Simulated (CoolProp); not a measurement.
Vapour-liquid equilibrium of ammonia (1) + n-butane (2) at 54.05 °C; x and y are mole fractions of (1).

The numbers come from the multi-fluid Helmholtz-energy mixture model, Gao 2020 and Bücker 2006; pair parameters Bell 2016 in CoolProp.

| x | bubble pressure (bar) | y at the bubble point | dew pressure at overall composition x (bar) | liquid density (mol/L) |
|---|---|---|---|---|
| 0.05 | 9.599 | 0.405 | 5.821 | 9.550 |
| 0.2 | 19.27 | 0.695 | 7.016 | 10.59 |
| 0.35 | 24.00 | 0.757 | 8.749 | 11.87 |
| 0.5 | 25.49 | 0.777 | 11.52 | 13.63 |
| 0.65 | 25.84 | 0.784 | 16.71 | 16.36 |
| 0.8 | 25.97 | 0.798 | 25.97 | 20.98 |
| 0.95 | 24.65 | 0.893 | 23.54 | 28.88 |

y crosses x between x = 0.65 and 0.8: the model has an azeotrope there.

The pair parameters rest on a limited set of measurements; away from them the model extrapolates. With so large a gap from Raoult's law the liquid may split in two, which this calculation doesn't test in full.
